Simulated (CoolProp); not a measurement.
Benzene at 293.15 K and 6.86 MPa flows at 0.094 m/s in a round tube of 2 mm bore and 45 µm roughness, fully developed (64/Re and Nu = 3.66 if laminar; Colebrook and Gnielinski if turbulent). Each further row changes one setting.

Computed with CoolProp (reference Helmholtz-energy equation of state, Thol 2012).

```
case                Reynolds number  Darcy friction factor  pressure drop (Pa/m)  heat-transfer coefficient (W/(m² K))  mass flow (kg/h)
------------------  ---------------  ---------------------  --------------------  ------------------------------------  ----------------
as stated                       [?]                  0.264                   516                                   266               [?]
velocity 0.188 m/s              484                  0.132                   [?]                                   266              1.88
diameter 4 mm                   484                  0.132                   [?]                                   [?]               [?]
```

Task: Complete the blanks.

Result: 
- as stated, Reynolds number: 242
- as stated, mass flow (kg/h): 0.940
- velocity 0.188 m/s, pressure drop (Pa/m): 1030
- diameter 4 mm, pressure drop (Pa/m): 129
- diameter 4 mm, heat-transfer coefficient (W/(m² K)): 133
- diameter 4 mm, mass flow (kg/h): 3.76

Viscosity comes from a separate model (Avgeri 2014). Thermal conductivity comes from a separate model (Assael 2012).
